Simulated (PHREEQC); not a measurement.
A solution holds 92 mmol/kgw NH4HS and 110 mmol/kgw HCl, at 25 °C. Closed to the air; pH follows from the charge balance.

Computed with PHREEQC (ion-association model, phreeqc.dat).

Each row changes one thing in this solution. No solid was allowed to form.

| case | pH | ionic strength (mol/kgw) |
|---|---|---|
| as made | 1.83 | 0.110 |
| HCl replaced by NaCl at the same molality | 8.10 | 0.198 |
| NH4HS from 0.092 to 0.0828 mol/kgw | 1.65 | 0.110 |
| NH4HS replaced by NaHS at the same molality | 1.83 | 0.110 |
| NH4HS left out | 1.04 | 0.110 |
